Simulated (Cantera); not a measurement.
A perfectly stirred reactor is fed with C2H4 : H2 = 1 : 3.5 (molar parts), at 760 Torr; it is held at 1975 K, and followed from long to short residence time.

Model: GRI-Mech 3.0 (53 species, 325 reactions), integrated in Cantera. GRI-Mech 3.0 was tuned for natural gas; its chemistry of ethylene as a main component is partial and can be far from experiment. GRI-Mech 3.0 stops at C3 and has no aromatics, soot or wall deposition, so with more carbon than oxygen in the feed, carbon stays in small species such as C2H2 where larger ones or solid carbon would form.

**Question.** What does this change do: temperature 1975 to 1075 K?

**Answer.** 
```tsv
quantity	before	after
x(C2H4) at τ = 20.0 s	0.00114	0.108
x(H2) at τ = 20.0 s	0.813	0.656
x(C2H2) at τ = 20.0 s	0.179	0.00145
x(C2H) at τ = 20.0 s	4.66e-6	<1e-12
x(CH4) at τ = 20.0 s	0.00557	0.180
x(C2H4) at τ = 0.240 s	0.00116	0.191
x(H2) at τ = 0.240 s	0.813	0.768
x(C2H2) at τ = 0.240 s	0.179	0.000430
x(C2H) at τ = 0.240 s	4.64e-6	<1e-12
x(CH4) at τ = 0.240 s	0.00542	0.00292
```

**Question.** What does this change do: pressure from 760 Torr to 0.638 Torr?

**Answer.** 
| quantity | before | after |
|---|---|---|
| x(C2H4) at τ = 20.0 s | 0.00114 | 3.17e-5 |
| x(H2) at τ = 20.0 s | 0.813 | 0.809 |
| x(C2H2) at τ = 20.0 s | 0.179 | 0.181 |
| x(C2H) at τ = 20.0 s | 4.66e-6 | 3.64e-5 |
| x(CH4) at τ = 20.0 s | 0.00557 | 6.49e-5 |
| x(C2H4) at τ = 0.240 s | 0.00116 | 0.0173 |
| x(H2) at τ = 0.240 s | 0.813 | 0.815 |
| x(C2H2) at τ = 0.240 s | 0.179 | 0.168 |
| x(C2H) at τ = 0.240 s | 4.64e-6 | 1.61e-6 |
| x(CH4) at τ = 0.240 s | 0.00542 | 4.11e-5 |
Radical loss at walls, strong at low pressure, is not modelled.
